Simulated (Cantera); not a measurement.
A perfectly stirred reactor is fed with CH4 : H2 : O2 : N2 : H2O = 1 : 0.88 : 2.6 : 8.05 : 0.27 (molar parts), at 1000000 Pa; it is adiabatic with a 823 K inlet, and is followed from long to short residence time, starting on the burning branch (τ in s: 0.27, 0.065, 0.016, 0.0038, 0.00091, 0.00022, 5.2e-05, 1.3e-05, 3e-06).

Model: GRI-Mech 3.0 (53 species, 325 reactions), integrated in Cantera.

Q: What does this change do: H2 0.88 to 1.4 parts?

A: 
```json
[
 {"quantity": "blow-out, bracketed by the residence times tried", "before": "burning at 3.00 µs, the shortest tried", "after": "burning at 3.00 µs, the shortest tried"},
 {"quantity": "x(CH4) at τ = 0.270 s", "before": "3.30e-8", "after": "3.15e-8"},
 {"quantity": "x(H2) at τ = 0.270 s", "before": "0.00697", "after": "0.0157"},
 {"quantity": "x(O2) at τ = 0.270 s", "before": "0.0162", "after": "0.00637"},
 {"quantity": "x(CO) at τ = 0.270 s", "before": "0.0129", "after": "0.0223"},
 {"quantity": "x(CO2) at τ = 0.270 s", "before": "0.0669", "after": "0.0551"},
 {"quantity": "x(CH4) at τ = 0.910 ms", "before": "8.96e-6", "after": "8.50e-6"},
 {"quantity": "x(H2) at τ = 0.910 ms", "before": "0.00727", "after": "0.0160"},
 {"quantity": "x(O2) at τ = 0.910 ms", "before": "0.0183", "after": "0.00752"},
 {"quantity": "x(CO) at τ = 0.910 ms", "before": "0.0135", "after": "0.0227"},
 {"quantity": "x(CO2) at τ = 0.910 ms", "before": "0.0662", "after": "0.0546"}
]
```

Q: What does this change do: N2 8.05 to 11 parts?

A: 
```json
[
 {"quantity": "blow-out, bracketed by the residence times tried", "before": "burning at 3.00 µs, the shortest tried", "after": "burning at 13.0 µs, out at 3.00 µs"},
 {"quantity": "x(CH4) at τ = 0.270 s", "before": "3.30e-8", "after": "8.40e-8"},
 {"quantity": "x(H2) at τ = 0.270 s", "before": "0.00697", "after": "0.00267"},
 {"quantity": "x(O2) at τ = 0.270 s", "before": "0.0162", "after": "0.0108"},
 {"quantity": "x(CO) at τ = 0.270 s", "before": "0.0129", "after": "0.00485"},
 {"quantity": "x(CO2) at τ = 0.270 s", "before": "0.0669", "after": "0.0601"},
 {"quantity": "x(CH4) at τ = 0.910 ms", "before": "8.96e-6", "after": "1.91e-5"},
 {"quantity": "x(H2) at τ = 0.910 ms", "before": "0.00727", "after": "0.00358"},
 {"quantity": "x(O2) at τ = 0.910 ms", "before": "0.0183", "after": "0.0137"},
 {"quantity": "x(CO) at τ = 0.910 ms", "before": "0.0135", "after": "0.00661"},
 {"quantity": "x(CO2) at τ = 0.910 ms", "before": "0.0662", "after": "0.0582"}
]
```
